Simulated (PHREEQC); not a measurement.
Solution (55 °C): 0.041 mol FeCl3 and 0.0029 mol H2SO4 per kg of water. Closed to the air; pH follows from the charge balance.

All values are PHREEQC results (ion-association model, wateq4f.dat), not measurements.

Each row changes one thing in this solution. This is a speciation only: nothing precipitates in the calculation.

```
case                                  pH  ionic strength (mol/kgw)
----------------------------------  ----  ------------------------
as made                             1.81                     0.174
temperature from 55 to 50 °C        1.82                     0.175
0.00099 mol/kgw NaCl added          1.81                     0.175
FeCl3 left out                      2.37                   0.00639
H2SO4 from 0.0029 to 0.029 mol/kgw  1.41                     0.162
H2SO4 left out                      1.86                     0.179
temperature from 55 to 20 °C        1.95                     0.184
```

Species that the database lacks are ignored. Some of these states are supersaturated (in Hematite (slow to form), Goethite (slow to form), for instance). At this temperature some constants are extrapolated from 25 °C, and those without enthalpy data are left unchanged.
